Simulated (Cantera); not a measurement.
Cantera run:

```python
import numpy as np
import cantera as ct

gas_names = """
    H HNO HNO2 HNO3 HO2 H2 H2O H2O2 N NH NH2 NH3 NH2OH NO NO2 NO3 N2 N2H2 N2H4 N2O O OH O2 O3 Si SiH
    SiH2 SiH3 SiH4 SiN SiO SiO2 Si2 Si2N Si3
""".split()
cond_names = """
    H2O(s) H2O(L) Si(cr) Si(L) SiO2(Lqz) SiO2(hqz) SiO2(L) Si2N2O(s) Si3N4(a)
""".split()


# ... load() reads the species with a 1 bar reference pressure and builds the phases ...
atoms = {
    'Si3N4': {'Si': 3, 'N': 4},
    'O2': {'O': 2},
    'H2': {'H': 2},
}
top_T = {'Si2N2O(s)': 2100, 'Si3N4(a)': 2400}  # K; cautious upper limits of use, not melting points


# ... equilibrate(T, P, feed) seeds the gas with the atoms and calls Mixture.equilibrate('TP', solver="vcs", rtol=1e-11, max_steps=5000) ...
results = []
T = 1500  # K
P = 81  # Pa
for m in [2.7, 5.7, 12, 26, 57, 120, 260, 570]:
    feed = {'Si3N4': 1, 'O2': 0.014, 'H2': m}  # mol
    mix = equilibrate(T, P, feed)
    results.append((T, P, feed, dict(zip(mix.species_names, mix.species_moles))))

top = {s: max(r[3][s] / sum(r[3][g] for g in gas_names) for r in results) for s in gas_names}
cols = sorted((s for s in top if top[s] > 0.001), key=lambda s: -top[s])[:8]
seen = [c for c in cond_names if any(r[3].get(c, 0) > 1e-12 for r in results)]
print("log10 of partial pressures in bar; condensed amounts in mol")
print(f"{'n(H2)':>10s}" + "".join(f"{s[:9]:>10s}" for s in cols + seen))
for T, P, feed, n in results:
    ng = sum(n[g] for g in gas_names)
    print(f"{feed['H2']:10.4g}" + "".join(f"{np.log10(max(n[s] / ng * P / 1e5, 1e-99)):10.3f}" for s in cols)
          + "".join(f"{n.get(c, 0):10.4g}" for c in seen))
```

It prints:

```
log10 of partial pressures in bar; condensed amounts in mol
     n(H2)        H2        N2       SiO    Si(cr) Si2N2O(s)  Si3N4(a)
       2.7    -3.118    -4.324    -6.063    0.2365   0.02493    0.9035
       5.7    -3.118    -4.324    -6.063    0.5149   0.02152    0.8118
        12    -3.118    -4.324    -6.063     1.099   0.01436    0.6193
        26    -3.118    -4.324    -6.086     2.399         0    0.1908
        57    -3.107    -4.562    -6.416     2.971         0         0
       120    -3.099    -4.877    -6.731      2.97         0         0
       260    -3.095    -5.209    -7.063     2.968         0         0
       570    -3.093    -5.548    -7.402     2.963         0         0
```

Cantera equilibrium calculation (NASA polynomials, part measured and part estimated; ideal gas, pure solids and liquids). Mutual solubility and eutectic melting of coexisting phases are not modelled.
